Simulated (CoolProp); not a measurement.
Vapour-liquid equilibrium of diethyl ether (1) + acetone (2) at 176 kPa; x and y are mole fractions of (1).

Values from CoolProp's multi-fluid Helmholtz-energy mixture model, Thol 2014 and Lemmon 2006; pair parameters Bell 2016.

```csv
x,bubble temperature (K),y at the bubble point,dew temperature at overall composition x (K),liquid density (mol/L)
0.05,343.7,0.119,345.2,12.34
0.125,340.0,0.270,343.5,12.04
0.2,336.8,0.390,341.7,11.75
0.275,334.2,0.485,339.9,11.46
0.35,331.9,0.562,337.9,11.18
0.425,330.1,0.625,335.9,10.90
0.5,328.6,0.678,333.7,10.64
0.575,327.4,0.724,331.6,10.38
0.65,326.4,0.766,329.4,10.13
0.725,325.6,0.807,327.4,9.897
0.8,324.9,0.849,325.7,9.673
0.875,324.4,0.896,324.6,9.460
0.95,324.2,0.953,324.2,9.258
```

No azeotrope shows between x = 0.05 and 0.95.

Pair parameters are fitted to limited data, so mixtures are less certain than the pure fluids.
